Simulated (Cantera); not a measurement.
Input: 1 mol SO2, 1.7 mol H2, at 2098.15 K and 1 atm.

Equilibrium computed with Cantera from the NASA thermochemical tables; the gas is ideal and each condensed phase is pure. Candidate condensed phases: H2O, H2SO4, S; 19 gas species. Rates play no part.

Base state: H2O 0.510, H2 0.171, SO2 0.148, S2 0.0988, SO 0.0294, H2S 0.0248, SH 0.0114, S2O 0.00309 (mole fractions); condensed: gas only.

Problem. What changes in the equilibrium state with this change: H2 from 1.7 to 0.72 mol?

Solution. 
```csv
species,before,after
SO2,0.148,0.419
H2O,0.510,0.374
S2,0.0988,0.0711
H2,0.171,0.0686
H2S,0.0248,0.00843
SH,0.0114,0.00614
SO,0.0294,0.0456
O2,2.99e-6,1.00e-5
H,0.00127,0.000802
```

Problem. What changes in the equilibrium state with this change: SO2 replaced by H2S?

Solution. 
```tsv
species	before	after
H2	0.171	0.765
H2S	0.0248	0.110
S2	0.0988	0.0968
H2O	0.510	0
SO2	0.148	0
SO	0.0294	0
SH	0.0114	0.0239
S2O	0.00309	0
OH	0.000447	0
```

Problem. What changes in the equilibrium state with this change: temperature from 2098.15 K to 1473.15 K?

Solution. 
```json
[
 {"species": "H2O", "before": "0.510", "after": "0.639"},
 {"species": "S2", "before": "0.0988", "after": "0.123"},
 {"species": "SO2", "before": "0.148", "after": "0.120"},
 {"species": "H2", "before": "0.171", "after": "0.0455"},
 {"species": "H2S", "before": "0.0248", "after": "0.0666"},
 {"species": "SO", "before": "0.0294", "after": "0.00147"},
 {"species": "SH", "before": "0.0114", "after": "0.00109"},
 {"species": "H", "before": "0.00127", "after": "2.69e-6"},
 {"species": "OH", "before": "0.000447", "after": "9.82e-7"},
 {"species": "S", "before": "0.00183", "after": "1.03e-5"},
 {"species": "S2O", "before": "0.00309", "after": "0.00362"}
]
```
